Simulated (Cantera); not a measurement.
# Adiabatic ignition

An adiabatic, constant-volume homogeneous reactor starts with 7.25 % CH4, 18.6 % O2, 69.9 % N2, 4.35 % H2O, equivalence ratio 0.78, at 1475 K and 0.340 bar.

Computed with Cantera and GRI-Mech 3.0 (53 species, 325 reactions).

```json
[
 {"t (s)": "6.00e-6", "T (K)": "1475", "P (bar)": "0.340", "x CH4": "0.0725", "x O2": "0.186", "x C2H": "<1e-12", "x CO": "<1e-12", "x C2H6": "<1e-12", "x CH2CO": "<1e-12", "x CH2": "<1e-12"},
 {"t (s)": "1.53e-5", "T (K)": "1475", "P (bar)": "0.340", "x CH4": "0.0725", "x O2": "0.186", "x C2H": "<1e-12", "x CO": "3.57e-12", "x C2H6": "3.73e-12", "x CH2CO": "<1e-12", "x CH2": "<1e-12"},
 {"t (s)": "3.91e-5", "T (K)": "1475", "P (bar)": "0.340", "x CH4": "0.0725", "x O2": "0.186", "x C2H": "<1e-12", "x CO": "5.00e-11", "x C2H6": "7.32e-11", "x CH2CO": "<1e-12", "x CH2": "<1e-12"},
 {"t (s)": "9.99e-5", "T (K)": "1475", "P (bar)": "0.340", "x CH4": "0.0725", "x O2": "0.186", "x C2H": "<1e-12", "x CO": "8.47e-10", "x C2H6": "1.51e-9", "x CH2CO": "<1e-12", "x CH2": "<1e-12"},
 {"t (s)": "0.000255", "T (K)": "1475", "P (bar)": "0.340", "x CH4": "0.0724", "x O2": "0.185", "x C2H": "<1e-12", "x CO": "1.88e-8", "x C2H6": "3.91e-8", "x CH2CO": "<1e-12", "x CH2": "7.71e-12"},
 {"t (s)": "0.000651", "T (K)": "1475", "P (bar)": "0.340", "x CH4": "0.0724", "x O2": "0.185", "x C2H": "<1e-12", "x CO": "6.74e-7", "x C2H6": "1.52e-6", "x CH2CO": "1.48e-10", "x CH2": "1.21e-10"},
 {"t (s)": "0.00166", "T (K)": "1478", "P (bar)": "0.341", "x CH4": "0.0716", "x O2": "0.185", "x C2H": "<1e-12", "x CO": "5.21e-5", "x C2H6": "7.89e-5", "x CH2CO": "1.15e-7", "x CH2": "3.24e-9"},
 {"t (s)": "0.00424", "T (K)": "2686", "P (bar)": "0.642", "x CH4": "<1e-12", "x O2": "0.0476", "x C2H": "<1e-12", "x CO": "0.0245", "x C2H6": "<1e-12", "x CH2CO": "<1e-12", "x CH2": "<1e-12"},
 {"t (s)": "0.0108", "T (K)": "2677", "P (bar)": "0.639", "x CH4": "<1e-12", "x O2": "0.0436", "x C2H": "<1e-12", "x CO": "0.0243", "x C2H6": "<1e-12", "x CH2CO": "<1e-12", "x CH2": "<1e-12"},
 {"t (s)": "0.0277", "T (K)": "2676", "P (bar)": "0.638", "x CH4": "<1e-12", "x O2": "0.0430", "x C2H": "<1e-12", "x CO": "0.0243", "x C2H6": "<1e-12", "x CH2CO": "<1e-12", "x CH2": "<1e-12"},
 {"t (s)": "0.0706", "T (K)": "2676", "P (bar)": "0.638", "x CH4": "<1e-12", "x O2": "0.0430", "x C2H": "<1e-12", "x CO": "0.0243", "x C2H6": "<1e-12", "x CH2CO": "<1e-12", "x CH2": "<1e-12"},
 {"t (s)": "0.180", "T (K)": "2676", "P (bar)": "0.638", "x CH4": "<1e-12", "x O2": "0.0430", "x C2H": "<1e-12", "x CO": "0.0243", "x C2H6": "<1e-12", "x CH2CO": "<1e-12", "x CH2": "<1e-12"},
 {"t (s)": "0.460", "T (K)": "2676", "P (bar)": "0.638", "x CH4": "<1e-12", "x O2": "0.0430", "x C2H": "<1e-12", "x CO": "0.0243", "x C2H6": "<1e-12", "x CH2CO": "<1e-12", "x CH2": "<1e-12"},
 {"t (s)": "1.18", "T (K)": "2676", "P (bar)": "0.638", "x CH4": "<1e-12", "x O2": "0.0430", "x C2H": "<1e-12", "x CO": "0.0243", "x C2H6": "<1e-12", "x CH2CO": "<1e-12", "x CH2": "<1e-12"},
 {"t (s)": "3.00", "T (K)": "2676", "P (bar)": "0.638", "x CH4": "<1e-12", "x O2": "0.0430", "x C2H": "<1e-12", "x CO": "0.0243", "x C2H6": "<1e-12", "x CH2CO": "<1e-12", "x CH2": "<1e-12"}
]
```
x: mole fraction; the columns are a selection and need not sum to one.

```json
{
 "time_of_steepest_temperature_rise": "3.32 ms",
 "temperature at 3.00 s": "2676 K",
 "equilibrium_temperature": "2676 K",
 "x(CH4) at 3.00 s": "<1e-12 (gas-phase equilibrium <1e-12)",
 "x(O2) at 3.00 s": "0.0430 (gas-phase equilibrium 0.0430)",
 "x(C2H) at 3.00 s": "<1e-12 (gas-phase equilibrium <1e-12)"
}
```
